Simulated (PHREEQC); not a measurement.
3.1 g of hydrous ferric oxide (600 m²/g; 0.2 weak and 0.005 strong sites per Fe, Dzombak-Morel constants, diffuse double layer) in 1 kg of water with 0.005 mol/kgw of an inert sodium salt and 0.014 mol/kgw NaH2PO4, at 25 °C; the pH is set by adding NaOH or the inert anion's acid. O2 is buffered at 0.21 atm. No CO2 enters from the air. No solid was allowed to form.

The series has 13 steps of pH, from 3 to 11.

Computed with PHREEQC (ion-association model, wateq4f.dat).

### Question
At which pH does the surface charge pass through zero?

### Answer
Near pH 4.4.

H3PO4, which wateq4f.dat lacks, is added to it with the constant of phreeqc.dat. The oxide is taken as insoluble; below pH 4 it would dissolve.
